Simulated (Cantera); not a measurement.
A perfectly stirred reactor is fed with CH4 : CO : O2 : N2 = 1 : 0.67 : 4.1 : 15.4 (molar parts), equivalence ratio 0.57, at 9000 Torr; it is adiabatic with a 425 K inlet, and is followed from long to short residence time, starting on the burning branch (τ in s: 0.11, 0.041, 0.015, 0.0055, 0.002, 0.00074, 0.00027, 9.9e-05, 3.6e-05).

Model: GRI-Mech 3.0 (53 species, 325 reactions), integrated in Cantera. The pressure lies above the range GRI-Mech 3.0 was tuned for (to about 10 atm).

What does this change do: pressure from 9000 Torr to 750 Torr?


```tsv
quantity	before	after
blow-out, bracketed by the residence times tried	burning at 0.740 ms, out at 0.270 ms	burning at 0.270 ms, out at 99.0 µs
x(CH4) at τ = 0.110 s	3.72e-6	8.56e-6
x(CO) at τ = 0.110 s	8.99e-5	0.000474
x(O2) at τ = 0.110 s	0.0847	0.0846
x(HO2) at τ = 0.110 s	1.27e-6	1.56e-6
x(C2H4) at τ = 0.110 s	9.93e-10	8.22e-10
x(CH4) at τ = 2.00 ms	8.04e-5	0.000116
x(CO) at τ = 2.00 ms	0.00195	0.00627
x(O2) at τ = 2.00 ms	0.0857	0.0867
x(HO2) at τ = 2.00 ms	1.24e-5	1.50e-5
x(C2H4) at τ = 2.00 ms	2.09e-7	1.48e-8
```
